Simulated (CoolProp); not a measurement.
The fluid at 298.15 K and 0.669 MPa (gas) is heated at constant pressure to 390.6 K. The same conditions are run with several fluids, on thermodynamics alone (safety and materials aside).

The numbers come from the reference Helmholtz-energy equation of state of each fluid (ethylene: Smukala 2000; hydrogen chloride: Thol 2018; dry air: Lemmon 2000; sulfur hexafluoride: Guder 2009; R125: Lemmon 2005) in CoolProp. Blends and air are pseudo-pure fits.

Problem. Rank ethylene, hydrogen chloride, dry air, sulfur hexafluoride, R125 by heat (kJ/kg), highest first.

Solution. ethylene (161), dry air (93.9), R125 (83.4), hydrogen chloride (77.9), sulfur hexafluoride (69.5)

```json
[
 {"fluid": "ethylene", "final density (kg/m³)": "5.87"},
 {"fluid": "hydrogen chloride", "final density (kg/m³)": "7.64"},
 {"fluid": "dry air", "final density (kg/m³)": "5.96"},
 {"fluid": "sulfur hexafluoride", "final density (kg/m³)": "31.0"},
 {"fluid": "R125", "final density (kg/m³)": "25.7"}
]
```
